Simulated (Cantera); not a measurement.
Input (Python, Cantera):

```python
import numpy as np
import cantera as ct

gas = ct.Solution("h2o2.yaml")
gas.TPX = 1075, 40000, {'H2': 1.9, 'O2': 1, 'N2': 0.71}
reactor = ct.IdealGasConstPressureReactor(gas, energy="off", clone=False)
net = ct.ReactorNet([reactor])
net.rtol, net.atol = 1e-08, 1e-18
show = ['H2', 'O2', 'H2O', 'HO2', 'OH']
times = np.geomspace(2e-05, 40, 9)

steps = ct.SolutionArray(gas, extra=["t"])
rows = []
print(f"{'t/s':>10s}{'T/K':>9s}{'P/Pa':>11s}" + "".join(f"{s:>11s}" for s in show))
for t in times:
    while net.time < t:
        t_next = net.step()
        steps.append(gas.state, t=t_next)
    rows.append([np.interp(t, steps.t, y) for y in (steps.T, steps.P, *steps(*show).X.T)])
    print(f"{t:10.3e}{rows[-1][0]:9.1f}{rows[-1][1]:11.4g}" + "".join(f"{x:11.3e}" for x in rows[-1][2:]))
rate = np.gradient(steps.T, steps.t)
print("integrator steps:", len(steps.t))
if steps.T.max() > steps.T[0] + 200:
    print(f"time of steepest temperature rise: {steps.t[rate.argmax()]:.4e} s")
gas.TPX = 1075, 40000, {'H2': 1.9, 'O2': 1, 'N2': 0.71}
gas.equilibrate("TP")
print(f"equilibrium (TP): T = {gas.T:.1f} K  " + "  ".join(f"{s} {gas[s].X[0]:.3e}" for s in show))
```

It prints:

```
       t/s      T/K       P/Pa         H2         O2        H2O        HO2         OH
 2.000e-05   1075.0      4e+04  5.263e-01  2.770e-01  2.677e-08  1.023e-08  1.196e-09
 1.226e-04   1075.0      4e+04  4.471e-01  2.442e-01  6.560e-02  1.007e-04  2.250e-03
 7.521e-04   1075.0      4e+04  1.051e-02  2.390e-02  6.994e-01  3.903e-05  2.657e-04
 4.612e-03   1075.0      4e+04  3.727e-03  2.060e-02  7.092e-01  2.548e-05  1.313e-05
 2.828e-02   1075.0      4e+04  2.085e-03  1.980e-02  7.114e-01  1.714e-05  4.187e-06
 1.734e-01   1075.0      4e+04  5.204e-04  1.905e-02  7.136e-01  6.432e-06  1.535e-06
 1.064e+00   1075.0      4e+04  3.928e-05  1.882e-02  7.142e-01  6.896e-07  5.430e-07
 6.523e+00   1075.0      4e+04  1.206e-08  1.880e-02  7.143e-01  1.268e-09  5.880e-07
 4.000e+01   1075.0      4e+04  5.811e-09  1.880e-02  7.143e-01  9.888e-10  8.291e-07
integrator steps: 2432
equilibrium (TP): T = 1075.0 K  H2 5.810e-09  O2 1.880e-02  H2O 7.143e-01  HO2 9.888e-10  OH 8.292e-07
```

Computed with Cantera and the H2/O2 subset of GRI-Mech 3.0, which has no nitrogen chemistry. The temperature is held fixed by assumption; the heat of reaction is taken as removed at once.
